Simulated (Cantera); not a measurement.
Charge: 1 mol C2H6, a varied amount of H2O, 6.8 mol N2, held at 1550 K and 6.40 bar.

These are equilibrium values from Cantera (NASA tables, ideal gas, pure condensed phases), not measurements of a reactor. Candidate condensed phases: C, C6H6, C7H8, C8H18, H2O; 136 gas species. Kinetics and transport are ignored.

Problem. Which condensed phases are stable at each of these points (n(H2O) (mol)): 0.43, 0.88, 1.3, 1.8, 2.2, 2.7, 3.2, 3.6, 4.1, 4.5, 5, 5.4?

Solution. 
| n(H2O) (mol) | condensed phases | C condensed (%) |
|---|---|---|
| 0.43 | C(graphite) | 77.5 |
| 0.88 | C(graphite) | 54.9 |
| 1.3 | C(graphite) | 33.8 |
| 1.8 | C(graphite) | 8.7 |
| 2.2 | gas only | 0.0 |
| 2.7 | gas only | 0.0 |
| 3.2 | gas only | 0.0 |
| 3.6 | gas only | 0.0 |
| 4.1 | gas only | 0.0 |
| 4.5 | gas only | 0.0 |
| 5 | gas only | 0.0 |
| 5.4 | gas only | 0.0 |

From 0.43 mol H2O to 1.8 mol H2O the condensed part is C(graphite). From 2.2 mol H2O to 5.4 mol H2O nothing is condensed.
